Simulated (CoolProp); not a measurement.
A single-stage vapour-compression cycle with the fluid: evaporating at 260.15 K (dew point), condensing at 301.15 K (bubble point), superheat 10 K, subcooling 5 K, compressor efficiency 0.6, no pressure losses. The same conditions are run with several fluids, on thermodynamics alone (safety and materials aside).

Model: reference Helmholtz-energy equation of state of each fluid (R236EA: Rui 2013; CH2F2 (R32): Tillner-Roth 1997; trans-2-butene: Lemmon 2005; CH3F (R41): Lemmon 2006; R245fa: Akasaka 2015; R1233zd(E): Akasaka 2022), in CoolProp.

| fluid | cooling COP | pressure ratio | discharge temperature (K) | refrigerating effect (kJ/kg) | volumetric capacity (kJ/m³) |
|---|---|---|---|---|---|
| R236EA | ___ | 5.28 | ___ | 138 | 413 |
| CH2F2 (R32) | ___ | 3.49 | 379.8 | ___ | ___ |
| trans-2-butene | ___ | 4.45 | 338.5 | 352 | 520 |
| CH3F (R41) | 2.73 | 2.91 | 372.2 | ___ | 7620 |
| R245fa | 3.39 | 5.83 | 331.9 | 173 | 299 |
| R1233zd(E) | 3.42 | 5.46 | 337.4 | 175 | 273 |

### Question
What belongs in the gaps?

### Answer

- R236EA, cooling COP: 3.32
- R236EA, discharge temperature (K): 322.7
- CH2F2 (R32), cooling COP: 3.11
- CH2F2 (R32), refrigerating effect (kJ/kg): 281
- CH2F2 (R32), volumetric capacity (kJ/m³): 3800
- trans-2-butene, cooling COP: 3.41
- CH3F (R41), refrigerating effect (kJ/kg): 290
